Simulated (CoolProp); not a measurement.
Properties of fluorine along the isobar 5880 kPa (Tc = 144.4 K, pc = 5240 kPa, ω = 0.045).

The numbers come from the reference Helmholtz-energy equation of state, de Reuck 1990 in CoolProp.

```tsv
T (K)	phase	density (kg/m³)	cp (kJ/(kg K))
81.4	liquid	1541	1.479
108.8	liquid	?	1.590
136.1	liquid	?	2.263
163.4	supercritical	237.3	1.616
190.7	supercritical	167.7	1.099
218	supercritical	136.0	?
245.4	supercritical	116.2	?
272.7	supercritical	?	0.8895
300	supercritical	91.51	0.8807
```

Q: Some entries are withheld; supply them.

A: 
- 108.8, density (kg/m³): 1343
- 136.1, density (kg/m³): 1048
- 218, cp (kJ/(kg K)): 0.9673
- 245.4, cp (kJ/(kg K)): 0.9131
- 272.7, density (kg/m³): 102.2
